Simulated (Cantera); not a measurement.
## Adiabatic ignition

An adiabatic, constant-volume homogeneous reactor starts with CH₄ : H₂ : O₂ : N₂ = 1 : 0.033 : 2.84 : 10.7 (molar parts), equivalence ratio 0.71, at 1450 K and 750 Torr.

Detailed kinetics in Cantera: GRI-Mech 3.0 (53 species, 325 reactions).

| t (s) | T (K) | P (bar) | x CH₄ | x H₂ | x O₂ | x C₂H₂ | x HCN |
|---|---|---|---|---|---|---|---|
| 1.00e-6 | 1450 | 1.00 | 0.0686 | 0.00226 | 0.195 | <1e-12 | <1e-12 |
| 3.35e-6 | 1450 | 1.000 | 0.0686 | 0.00226 | 0.195 | <1e-12 | <1e-12 |
| 1.12e-5 | 1450 | 1.000 | 0.0686 | 0.00226 | 0.195 | <1e-12 | <1e-12 |
| 3.76e-5 | 1450 | 1.000 | 0.0686 | 0.00226 | 0.195 | <1e-12 | <1e-12 |
| 0.000126 | 1450 | 1.000 | 0.0686 | 0.00226 | 0.195 | 1.71e-12 | <1e-12 |
| 0.000422 | 1451 | 1.00 | 0.0684 | 0.00227 | 0.195 | 1.79e-9 | <1e-12 |
| 0.00141 | 2664 | 1.90 | <1e-12 | 0.00867 | 0.0608 | <1e-12 | 4.39e-11 |
| 0.00474 | 2752 | 1.94 | <1e-12 | 0.00670 | 0.0525 | <1e-12 | 2.89e-10 |
| 0.0159 | 2751 | 1.94 | <1e-12 | 0.00670 | 0.0523 | <1e-12 | 2.95e-10 |
| 0.0532 | 2751 | 1.94 | <1e-12 | 0.00670 | 0.0523 | <1e-12 | 2.95e-10 |
| 0.178 | 2751 | 1.94 | <1e-12 | 0.00670 | 0.0523 | <1e-12 | 2.95e-10 |
| 0.597 | 2751 | 1.94 | <1e-12 | 0.00670 | 0.0523 | <1e-12 | 2.95e-10 |
| 2.00 | 2751 | 1.94 | <1e-12 | 0.00670 | 0.0523 | <1e-12 | 2.95e-10 |
x: mole fraction; the columns are a selection and need not sum to one.

| Item | Result |
|---|---|
| time of steepest temperature rise | 1.36 ms |
| temperature at 2.00 s | 2751 K |
| equilibrium temperature | 2751 K |
| x(CH₄) at 2.00 s | <1e-12 (gas-phase equilibrium <1e-12) |
| x(H₂) at 2.00 s | 0.00670 (gas-phase equilibrium 0.00670) |
| x(O₂) at 2.00 s | 0.0523 (gas-phase equilibrium 0.0523) |
